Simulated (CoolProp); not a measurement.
The numbers come from the reference Helmholtz-energy equation of state, Thol 2016 in CoolProp.

Question: Give the vapour pressure (MPa), vapour density (kg/m³), enthalpy of vaporisation (kJ/kg) of saturated hexamethyldisiloxane (MM) at 116.65 °C.

Answer: 
| T (°C) | p (MPa) | vapour density (kg/m³) | enthalpy of vaporisation (kJ/kg) |
|---|---|---|---|
| 116.65 | 0.158 | 8.68 | 184 |
